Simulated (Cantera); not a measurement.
A closed system holds: 1 mol BN, 0.11 mol H2O, equilibrated at 36.8 Torr.

Cantera equilibrium calculation (NASA polynomials, part measured and part estimated; ideal gas, pure solids and liquids). Candidate condensed phases: B, BN, B2O3, B3O3H3, H2O; 39 gas species. Kinetics and transport are ignored. All values below are at 577 °C.

Base state: H2 0.749, N2 0.250, H2O 0.00174, NH3 2.94e-5 (mole fractions); condensed: BN(s) + B2O3(l).

What changes in the equilibrium state with this change: H2O from 0.11 to 5.8 mol?


| species | before | after |
|---|---|---|
| H2O | 0.00174 | 0.673 |
| H2 | 0.749 | 0.239 |
| N2 | 0.250 | 0.0797 |
| (HBO2)3 | 1.06e-6 | 0.00808 |
| NH3 | 2.94e-5 | 3.00e-6 |
| BN(s), mol | 0.927 | 0 |
| B2O3(l), mol | 0.0366 | 0.424 |
Gases not in the tables: H3BO3.
